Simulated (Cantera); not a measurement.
# Adiabatic ignition

An adiabatic, constant-pressure homogeneous reactor starts with 12.5 % H₂, 18.4 % O₂, 69.0 % N₂, 0.160 % NO, at 1400 K and 7500 Torr.

Cantera simulation using GRI-Mech 3.0 (53 species, 325 reactions); the numbers are that mechanism's predictions, not measurements. The hydrogen kinetics of GRI-Mech 3.0 are dated; newer H2 mechanisms differ, most at raised pressure.

```json
[
 {"t (s)": "5.00e-6", "T (K)": "2192", "x H₂": "0.00173", "x O₂": "0.125", "x NO": "0.00170", "x O": "0.00395", "x N₂O": "2.97e-6", "x NO₂": "8.61e-6", "x N₂": "0.732"},
 {"t (s)": "1.01e-5", "T (K)": "2248", "x H₂": "0.000388", "x O₂": "0.128", "x NO": "0.00172", "x O": "0.000886", "x N₂O": "3.33e-6", "x NO₂": "7.07e-6", "x N₂": "0.735"},
 {"t (s)": "2.05e-5", "T (K)": "2258", "x H₂": "0.000203", "x O₂": "0.128", "x NO": "0.00172", "x O": "0.000472", "x N₂O": "2.33e-6", "x NO₂": "5.18e-6", "x N₂": "0.735"},
 {"t (s)": "4.16e-5", "T (K)": "2259", "x H₂": "0.000190", "x O₂": "0.128", "x NO": "0.00173", "x O": "0.000444", "x N₂O": "1.80e-6", "x NO₂": "5.02e-6", "x N₂": "0.735"},
 {"t (s)": "8.44e-5", "T (K)": "2259", "x H₂": "0.000190", "x O₂": "0.128", "x NO": "0.00174", "x O": "0.000444", "x N₂O": "1.77e-6", "x NO₂": "5.04e-6", "x N₂": "0.735"},
 {"t (s)": "0.000171", "T (K)": "2259", "x H₂": "0.000190", "x O₂": "0.128", "x NO": "0.00175", "x O": "0.000444", "x N₂O": "1.77e-6", "x NO₂": "5.10e-6", "x N₂": "0.735"},
 {"t (s)": "0.000347", "T (K)": "2259", "x H₂": "0.000190", "x O₂": "0.128", "x NO": "0.00179", "x O": "0.000444", "x N₂O": "1.77e-6", "x NO₂": "5.20e-6", "x N₂": "0.735"},
 {"t (s)": "0.000702", "T (K)": "2259", "x H₂": "0.000190", "x O₂": "0.128", "x NO": "0.00186", "x O": "0.000443", "x N₂O": "1.77e-6", "x NO₂": "5.41e-6", "x N₂": "0.735"},
 {"t (s)": "0.00142", "T (K)": "2258", "x H₂": "0.000189", "x O₂": "0.128", "x NO": "0.00201", "x O": "0.000442", "x N₂O": "1.76e-6", "x NO₂": "5.84e-6", "x N₂": "0.735"},
 {"t (s)": "0.00289", "T (K)": "2258", "x H₂": "0.000189", "x O₂": "0.128", "x NO": "0.00230", "x O": "0.000440", "x N₂O": "1.76e-6", "x NO₂": "6.68e-6", "x N₂": "0.735"},
 {"t (s)": "0.00585", "T (K)": "2257", "x H₂": "0.000188", "x O₂": "0.128", "x NO": "0.00286", "x O": "0.000437", "x N₂O": "1.76e-6", "x NO₂": "8.32e-6", "x N₂": "0.734"},
 {"t (s)": "0.0119", "T (K)": "2254", "x H₂": "0.000186", "x O₂": "0.127", "x NO": "0.00390", "x O": "0.000430", "x N₂O": "1.75e-6", "x NO₂": "1.13e-5", "x N₂": "0.734"},
 {"t (s)": "0.0240", "T (K)": "2251", "x H₂": "0.000182", "x O₂": "0.126", "x NO": "0.00561", "x O": "0.000419", "x N₂O": "1.74e-6", "x NO₂": "1.63e-5", "x N₂": "0.733"},
 {"t (s)": "0.0487", "T (K)": "2246", "x H₂": "0.000178", "x O₂": "0.125", "x NO": "0.00783", "x O": "0.000405", "x N₂O": "1.74e-6", "x NO₂": "2.28e-5", "x N₂": "0.732"},
 {"t (s)": "0.0987", "T (K)": "2242", "x H₂": "0.000174", "x O₂": "0.124", "x NO": "0.00962", "x O": "0.000394", "x N₂O": "1.74e-6", "x NO₂": "2.81e-5", "x N₂": "0.731"},
 {"t (s)": "0.200", "T (K)": "2241", "x H₂": "0.000173", "x O₂": "0.124", "x NO": "0.0102", "x O": "0.000391", "x N₂O": "1.74e-6", "x NO₂": "2.99e-5", "x N₂": "0.731"}
]
```
x: mole fraction; the columns are a selection and need not sum to one.

```yaml
time_of_steepest_temperature_rise: 2.79 µs
temperature at 0.200 s: 2241 K
equilibrium_temperature: 2241 K
x(H₂) at 0.200 s: 0.000173 (gas-phase equilibrium 0.000173)
x(O₂) at 0.200 s: 0.124 (gas-phase equilibrium 0.124)
x(NO) at 0.200 s: 0.0102 (gas-phase equilibrium 0.0103)
```
